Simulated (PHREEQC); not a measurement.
A solution holds 1.7 mol NaCl and 0.00068 mol H4SiO4 per kg of water, at 20 °C. Closed to the air; pH follows from the charge balance.

The numbers come from PHREEQC with the Pitzer model, pitzer.dat.

Each row changes one thing in this solution. Precipitation was switched off in this run.

```json
[
 {"case": "as made", "pH": "6.22", "ionic strength (mol/kgw)": "1.70"},
 {"case": "temperature from 20 to 25 °C", "pH": "6.19", "ionic strength (mol/kgw)": "1.70"},
 {"case": "temperature from 20 to 35 °C", "pH": "6.11", "ionic strength (mol/kgw)": "1.70"},
 {"case": "H4SiO4 from 0.00068 to 6.8e-05 mol/kgw", "pH": "6.65", "ionic strength (mol/kgw)": "1.70"},
 {"case": "NaCl from 1.7 to 2.55 mol/kgw", "pH": "6.10", "ionic strength (mol/kgw)": "2.55"},
 {"case": "H4SiO4 left out", "pH": "6.90", "ionic strength (mol/kgw)": "1.70"},
 {"case": "NaCl from 1.7 to 3.4 mol/kgw", "pH": "5.97", "ionic strength (mol/kgw)": "3.40"},
 {"case": "diluted 100-fold with water", "pH": "7.05", "ionic strength (mol/kgw)": "0.0170"},
 {"case": "NaCl left out", "pH": "6.52", "ionic strength (mol/kgw)": "3.01e-7"}
]
```

In brines, pH and single-ion activities rest on the MacInnes convention.
